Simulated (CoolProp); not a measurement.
A closed Brayton cycle with carbon dioxide: compressor inlet 325.15 K and 9 MPa, high pressure 19.2 MPa, turbine inlet 935 K, compressor efficiency 0.8, turbine efficiency 0.85, recuperator effectiveness 0.9 (on enthalpy, no pinch check). Each further row changes one setting.

Model: reference Helmholtz-energy equation of state, Span 1996, in CoolProp.

```tsv
case	thermal efficiency (%)	net work (kJ/kg)	compressor to turbine work	compressor exit (K)	turbine exit (K)
as stated	31.2	73.2	0.33	385.0	841.3
turbine inlet 885 K	30.0	66.9	0.35	385.0	794.5
compressor inlet 335.15 K	30.3	67.2	0.39	401.6	841.3
high pressure 16.3 MPa	28.7	59.4	0.32	371.8	861.1
recuperator effectiveness 0.5	16.3	73.2	0.33	385.0	841.3
```
